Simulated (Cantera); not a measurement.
What does this Cantera script print?

```python
import numpy as np
import cantera as ct

gas = ct.Solution("gri30.yaml", transport_model="multicomponent")
show = ['CH3', 'CO2', 'H2']

rows = []
print(f"{'T/K':>7s}{'rho':>11s}{'cp':>10s}{'mu':>11s}{'lambda':>11s}{'Pr':>7s}" + "".join(f"{'D_' + s:>11s}" for s in show))
for T in [400, 600, 800, 1000, 1200, 1400, 1600, 1800]:
    gas.TPX = T, 21000, {'C2H2': 0.88, 'C2H6': 0.71}
    Pr = gas.cp_mass * gas.viscosity / gas.thermal_conductivity
    D = [gas.mix_diff_coeffs_mole[gas.species_index(s)] for s in show]
    rows.append([gas.density, gas.cp_mass, gas.viscosity, gas.thermal_conductivity, Pr, *D])
    print(f"{T:7g}{gas.density:11.4e}{gas.cp_mass:10.1f}{gas.viscosity:11.4e}"
          f"{gas.thermal_conductivity:11.4e}{Pr:7.3f}" + "".join(f"{d:11.4e}" for d in D))
print("SI units: kg/m3, J/kg/K, Pa s, W/m/K, m2/s")
```

Output:

```
    T/K        rho        cp         mu     lambda     Pr      D_CH3      D_CO2       D_H2
    400 1.7578e-01    2044.4 1.2976e-05 3.5514e-02  0.747 1.3830e-04 9.6220e-05 4.7554e-04
    600 1.1719e-01    2588.9 1.8196e-05 6.2693e-02  0.751 2.8538e-04 2.0263e-04 9.4837e-04
    800 8.7890e-02    2993.0 2.2659e-05 9.0098e-02  0.753 4.7019e-04 3.3752e-04 1.5375e-03
   1000 7.0312e-02    3318.0 2.6626e-05 1.1736e-01  0.753 6.8840e-04 4.9738e-04 2.2312e-03
   1200 5.8593e-02    3570.2 3.0240e-05 1.4354e-01  0.752 9.3715e-04 6.7987e-04 3.0217e-03
   1400 5.0223e-02    3769.7 3.3592e-05 1.6853e-01  0.751 1.2144e-03 8.8337e-04 3.9029e-03
   1600 4.3945e-02    3926.3 3.6741e-05 1.9221e-01  0.751 1.5186e-03 1.1066e-03 4.8703e-03
   1800 3.9062e-02    4049.2 3.9729e-05 2.1458e-01  0.750 1.8485e-03 1.3488e-03 5.9199e-03
SI units: kg/m3, J/kg/K, Pa s, W/m/K, m2/s
```

Model: GRI-Mech 3.0 (53 species, 325 reactions), integrated in Cantera. The composition is frozen, though it would react at the higher temperatures.
